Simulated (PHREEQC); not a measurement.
A made-up water analysis in mg/L, 25 °C, pH 8.36, pe 9.5: Na 7.09; K 12; Ca 2.45; Mg 18.7; Cl 55.8; S(6) as SO4 9.71; Alkalinity as HCO3 32.6; Pb 0.0881; Cd 0.126; Si as SiO2 2.01; B 0.227.

Valence states are taken as typed.

The numbers come from PHREEQC with the ion-association model, wateq4f.dat.

Each row changes one thing in this solution. This is a speciation only: nothing precipitates in the calculation.

| case | HCO3- (mol/kgw) | SO4-2 (mol/kgw) | H4SiO4 (mol/kgw) | H3BO3 (mol/kgw) | MgSO4 (mol/kgw) | CO3-2 (mol/kgw) | SI of Pb(OH)2 (Pb(OH)2) | SI of Quartz (SiO2) |
|---|---|---|---|---|---|---|---|---|
| as made | 0.000503 | 9.03e-5 | 3.23e-5 | 1.84e-5 | 9.84e-6 | 6.48e-6 | +0.21 | -0.51 |
| pH from 8.36 to 8.66 at the same alkalinity | 0.000480 | 9.04e-5 | 3.12e-5 | 1.64e-5 | 9.81e-6 | 1.23e-5 | +0.53 | -0.52 |
| all concentrations times 4 at the same typed pH | 0.00193 | 0.000308 | 0.000129 | 7.32e-5 | 8.76e-5 | 2.87e-5 | +0.25 | +0.09 |
| Na from 7.09 to 3.54 mg/L | 0.000503 | 9.03e-5 | 3.23e-5 | 1.84e-5 | 9.89e-6 | 6.46e-6 | +0.21 | -0.51 |

Species that the database lacks are ignored. Some of these states are supersaturated (in Otavite, Pb(OH)2, for instance).
